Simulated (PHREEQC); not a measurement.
Dissolve 0.00032 mol CO2 and 0.0027 mol KHF2 per kg of water at 10 °C. Closed to the air; pH follows from the charge balance.

All values are PHREEQC results (ion-association model, phreeqc.dat), not measurements.

| Quantity | Result |
|---|---|
| pH | 3.24 |
| ionic strength | 0.00331 mol/kgw |
| specific conductance | 387 µS/cm |
| total alkalinity | -2.70 meq/kg |

```
species  molality  activity   log γ
-------  --------  --------  ------
F-        0.00329   0.00309  -0.027
K+        0.00270   0.00254  -0.027
HF        0.00206   0.00207   0.000
H+       0.000612  0.000579  -0.025
CO2      0.000320  0.000320   0.000
HF2-      2.25e-5   2.12e-5  -0.027
HCO3-     2.02e-7   1.90e-7  -0.026
(CO2)2    1.09e-9   1.10e-9   0.000
```

This is a speciation only: nothing precipitates in the calculation. Constants without temperature data keep their 25 °C values here.
